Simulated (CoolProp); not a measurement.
Vapour-liquid equilibrium of R113 (1) + n-heptane (2) at 7.24 bar; x and y are mole fractions of (1).

Computed with CoolProp (multi-fluid Helmholtz-energy mixture model, Marx 1992 and Span 2003; pair parameters Bell 2016).

```
x     bubble temperature (K)  y at the bubble point  dew temperature at overall composition x (K)  liquid density (mol/L)
----  ----------------------  ---------------------  --------------------------------------------  ----------------------
0.05                   450.9                  0.119                                             …                   5.293
0.2                    436.9                  0.402                                             …                       …
0.35                   425.6                  0.595                                         439.7                   5.831
0.5                        …                  0.730                                         431.4                       …
0.65                   409.3                  0.829                                         422.1                   6.321
0.8                    403.2                  0.908                                         411.5                       …
0.95                   397.8                      …                                         399.9                   6.836
```

### Question
Some entries are withheld; supply them.

### Answer

- 0.05, dew temperature at overall composition x (K): 454.0
- 0.2, dew temperature at overall composition x (K): 447.1
- 0.2, liquid density (mol/L): 5.572
- 0.5, bubble temperature (K): 416.6
- 0.5, liquid density (mol/L): 6.078
- 0.8, liquid density (mol/L): 6.570
- 0.95, y at the bubble point: 0.978

No azeotrope shows between x = 0.05 and 0.95.

The pair parameters rest on a limited set of measurements; away from them the model extrapolates.
